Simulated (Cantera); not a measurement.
Hydrocarbon pyrolysis for carbon deposition

An isothermal, constant-pressure homogeneous reactor starts with 1.82 % C2H4, 98.2 % H2, at 1175 K and 0.0133 bar.

Computed with Cantera and GRI-Mech 3.0 (53 species, 325 reactions). GRI-Mech 3.0 was tuned for natural gas; its chemistry of ethylene as a main component is partial and can be far from experiment. GRI-Mech 3.0 stops at C3 and has no aromatics, soot or wall deposition, so with more carbon than oxygen in the feed, carbon stays in small species such as C2H2 where larger ones or solid carbon would form. Radical loss at walls, strong at low pressure, is not modelled.

```tsv
t (s)	x C2H4	x H2	x H	x CH4	x CH2
0.000700	0.0182	0.982	6.82e-12	<1e-12	<1e-12
0.00165	0.0182	0.982	1.74e-11	<1e-12	<1e-12
0.00387	0.0182	0.982	4.22e-11	<1e-12	<1e-12
0.00910	0.0182	0.982	1.01e-10	<1e-12	<1e-12
0.0214	0.0182	0.982	2.38e-10	<1e-12	<1e-12
0.0503	0.0182	0.982	5.62e-10	<1e-12	<1e-12
0.118	0.0182	0.982	1.33e-9	1.02e-11	<1e-12
0.278	0.0182	0.982	3.23e-9	1.21e-10	<1e-12
0.654	0.0182	0.982	8.79e-9	1.56e-9	<1e-12
1.54	0.0181	0.982	4.06e-8	2.51e-8	<1e-12
3.62	0.0180	0.982	8.85e-7	1.22e-6	<1e-12
8.51	0.0156	0.982	4.85e-6	0.000101	<1e-12
20.0	0.0105	0.982	4.82e-6	0.000362	<1e-12
```
x: mole fraction; the columns are a selection and need not sum to one.

Equilibrium at this temperature and pressure: C2H4 0.000294, H2 0.965, H 1.05e-6, CH4 0.0338, CH2 <1e-12 (gas phase only).
